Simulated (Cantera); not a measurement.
Charge: 1 mol C2H4, 0.36 mol H2, equilibrated at 1525 K and 1 atm.

Equilibrium computed with Cantera from the NASA thermochemical tables; the gas is ideal and each condensed phase is pure. Candidate condensed phases: C, C6H6, C7H8, C8H18; 76 gas species. Equilibrium is a limit: real reactors are often held back by kinetics, nucleation or transport.

Base state: H2 0.998, CH4 0.00230, H 2.35e-5, C2H2 (acetylene) 1.21e-5 (mole fractions); condensed: C(graphite).

Q: What changes in the equilibrium state with this change: temperature from 1525 K to 2225 K?

A: 
```
species            before     after
----------------  -------  --------
H2                  0.998     0.990
H                 2.35e-5   0.00640
C2H2 (acetylene)  1.21e-5   0.00291
CH3               1.10e-6   3.05e-5
CH4               0.00230  0.000248
C(graphite), mol     1.99      1.99
```

Q: What changes in the equilibrium state with this change: C2H4 replaced by CH3OH?

A: 
```
species            before     after
----------------  -------  --------
H2                  0.998     0.701
CO                      0     0.297
CH4               0.00230  0.000629
H2O                     0  0.000549
CO2                     0   8.65e-5
C(graphite), mol     1.99         0
```
Further candidate phases: H2O.
